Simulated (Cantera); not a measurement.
**N2O furnace oxynitridation**

An isothermal, constant-pressure homogeneous reactor starts with N₂O : H₂ : N₂ = 1 : 0.021 : 2.3 (molar parts), at 1275 K and 120000 Pa.

Computed with Cantera and GRI-Mech 3.0 (53 species, 325 reactions). GRI-Mech 3.0 was tuned for natural gas; its chemistry of N2O as a main component is partial and can be far from experiment. The mechanism lacks the step 2 NO + O2 → 2 NO2, which can matter for NO2 below about 1400 K. The temperature is held fixed by assumption; the heat of reaction is taken as removed at once.

| t (s) | x N₂O | x H₂ | x O | x NO | x NO₂ | x O₂ |
|---|---|---|---|---|---|---|
| 2.00e-6 | 0.301 | 0.00632 | 6.99e-7 | 1.61e-8 | <1e-12 | 4.89e-8 |
| 1.18e-5 | 0.301 | 0.00632 | 2.36e-6 | 4.22e-7 | 2.31e-12 | 1.17e-6 |
| 6.93e-5 | 0.301 | 0.00623 | 2.96e-6 | 6.76e-6 | 2.17e-9 | 1.25e-5 |
| 0.000408 | 0.299 | 0.00448 | 3.71e-6 | 7.51e-5 | 4.63e-7 | 0.000100 |
| 0.00240 | 0.293 | 0.000525 | 4.78e-6 | 0.000309 | 1.22e-5 | 0.000782 |
| 0.0141 | 0.282 | 9.13e-7 | 4.76e-6 | 0.00139 | 8.25e-5 | 0.00474 |
| 0.0833 | 0.230 | 4.61e-8 | 4.25e-6 | 0.00680 | 0.000164 | 0.0247 |
| 0.490 | 0.0848 | 2.46e-8 | 2.42e-6 | 0.0196 | 0.000269 | 0.0815 |
| 2.89 | 0.00186 | 1.81e-9 | 1.28e-7 | 0.0232 | 0.000258 | 0.116 |
| 17.0 | 1.63e-7 | 8.19e-10 | 3.51e-8 | 0.0232 | 0.000228 | 0.117 |
| 100 | 1.63e-7 | 8.19e-10 | 3.51e-8 | 0.0232 | 0.000227 | 0.117 |
x: mole fraction; the columns are a selection and need not sum to one.

Equilibrium at this temperature and pressure: N₂O 2.13e-8, H₂ 7.80e-10, O 3.68e-8, NO 0.000276, NO₂ 2.84e-6, O₂ 0.128 (gas phase only).
